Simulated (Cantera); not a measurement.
A closed system holds: 1 mol SiCl4, 94 mol N2, at 13300 Pa.

Method: chemical equilibrium by Gibbs-energy minimisation in Cantera with the NASA 1993 tables (ideal gas, pure condensed phases). Candidate condensed phases: Si, Si3N4; 13 gas species. The tables' values for SiCl3 are old estimates; treat these amounts as uncertain. The numbers say what is thermodynamically allowed, not how fast it happens. All values below are at 1225 K.

Base state: N2 0.989, SiCl4 0.0105, SiCl3 1.13e-5, Cl 1.07e-5 (mole fractions); condensed: gas only.

Problem. What changes in the equilibrium state with this change: SiCl4 replaced by SiHCl3?

Solution. 
| species | before | after |
|---|---|---|
| N2 | 0.989 | 0.984 |
| HCl | 0 | 0.00978 |
| SiCl4 | 0.0105 | 0.00529 |
| H2 | 0 | 0.000361 |
| SiCl2 | 9.62e-8 | 3.87e-5 |
| Cl | 1.07e-5 | 3.78e-7 |
| SiCl3 | 1.13e-5 | 0.000161 |
| Si3N4(s), mol | 0 | 0.159 |
N2 is the only nitrogen source here; it is nearly inert below about 1500 K, so the nitride shown seldom forms there in practice. Further candidate phases: NH4Cl.
